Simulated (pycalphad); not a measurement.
Source of the numbers: pycalphad with the COST 507 light-alloy database (1999); pressure 1 atm. The data set is of 1999 and partly superseded. The system is extrapolated from its subsystems; higher-order compounds may be missing.

Q: How does the equilibrium phase assembly of Al-0.37Si-1.79Sn (at.%) change on cooling from 1577 °C to 227 °C?

A: 
| T (°C) | phases above | phases below |
|---|---|---|
| 647.1 | liquid | fcc + liquid |
| 432.6 | fcc + liquid | diamond (Si) + fcc + liquid |
| 229.2 | diamond (Si) + fcc + liquid | bct (Sn) + diamond (Si) + fcc |
Changes were sought between steps of 50 K, so a narrower field can be missed.
